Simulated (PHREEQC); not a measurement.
A made-up water analysis in mg/kgw, 20 °C, pH 7.07, pe 10.3:

```json
[
 {"constituent": "Na", "mg/kgw": "6810"},
 {"constituent": "K", "mg/kgw": "238"},
 {"constituent": "Ca", "mg/kgw": "192"},
 {"constituent": "Mg", "mg/kgw": "101"},
 {"constituent": "Cl", "mg/kgw": "9760"},
 {"constituent": "S(6) as SO4", "mg/kgw": "2380"},
 {"constituent": "Alkalinity as HCO3", "mg/kgw": "52.6"},
 {"constituent": "N(5) as NO3", "mg/kgw": "2.38"},
 {"constituent": "Li", "mg/kgw": "0.335"},
 {"constituent": "Si as SiO2", "mg/kgw": "22.4"},
 {"constituent": "O(0) (dissolved oxygen)", "mg/kgw": "5.14"},
 {"constituent": "Br", "mg/kgw": "163"}
]
```

Valence states are taken as typed.

All values are PHREEQC results (ion-association model, phreeqc.dat), not measurements.

No solid was allowed to form.

**Question.** Estimate the activity of water, density.

**Answer.** activity of water 0.990; density 1.013 g/cm³.

**Question.** In which forms is Na present?

**Answer.** Na+ 98 %, NaSO4- 2.0 % of the Na.

Saturation is exceeded, for instance for Quartz (slow to form), Chalcedony (slow to form); the values hold only as long as no solid forms.
